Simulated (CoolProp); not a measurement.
Vapour-liquid equilibrium of CH2F2 (R32) (1) + R123 (2) at -44.85 °C; x and y are mole fractions of (1).

Computed with CoolProp (multi-fluid Helmholtz-energy mixture model, Tillner-Roth 1997 and Younglove 1994; pair parameters Bell 2016).

Give the bubble pressure and the first vapour's composition at x = 0.15, 0.55, 0.75. Is there an azeotrope?

x = 0.15: 37.82 kPa, y = 0.940; x = 0.55: 95.71 kPa, y = 0.984; x = 0.75: 113.7 kPa, y = 0.990. No azeotrope shows between x = 0.05 and 0.95.

Pair parameters are fitted to limited data, so mixtures are less certain than the pure fluids. With so large a gap from Raoult's law the liquid may split in two, which this calculation doesn't test in full.
